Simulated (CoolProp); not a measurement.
Vapour-liquid equilibrium of CHF3 (R23) (1) + R125 (2) at -39.75 °C; x and y are mole fractions of (1).

Model: multi-fluid Helmholtz-energy mixture model, Penoncello 2003 and Lemmon 2005; pair parameters Bell 2016, in CoolProp.

Q: Give the bubble pressure and the first vapour's composition at x = 0.05, 0.65, 0.95. Is there an azeotrope?

A: x = 0.05: 0.1751 MPa, y = 0.178; x = 0.65: 0.5074 MPa, y = 0.880; x = 0.95: 0.6825 MPa, y = 0.986. No azeotrope shows between x = 0.05 and 0.95.

Pair parameters are fitted to limited data, so mixtures are less certain than the pure fluids.
